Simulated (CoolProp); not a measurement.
Cyclopentane at several states: density (kg/m³) from the reference equation and from simpler models built on Tc = 511.7 K, pc = 4.583 MPa, ω = 0.202; each cubic takes its own stable root.

The numbers come from the reference Helmholtz-energy equation of state, Gedanitz 2015 in CoolProp.

| T (K) | p (MPa) | phase | reference | van der Waals | Redlich-Kwong | Soave-Redlich-Kwong |
|---|---|---|---|---|---|---|
| 291.2 | 7.81 | liquid | 754.2 | 489.6 | 713.0 | 724.7 |
| 490.5 | 0.0378 | gas | 0.6522 | 0.6518 | 0.6521 | 0.6521 |
| 369 | 0.0195 | gas | 0.4477 | 0.4470 | 0.4474 | 0.4475 |
| 213.3 | 2.31 | liquid | 820.7 | 519.7 | 772.0 | 777.8 |
| 278.4 | 1.16 | liquid | 760.6 | 484.6 | 716.0 | 728.2 |
| 332.4 | 3.87 | liquid | 710.1 | 459.1 | 665.7 | 681.4 |
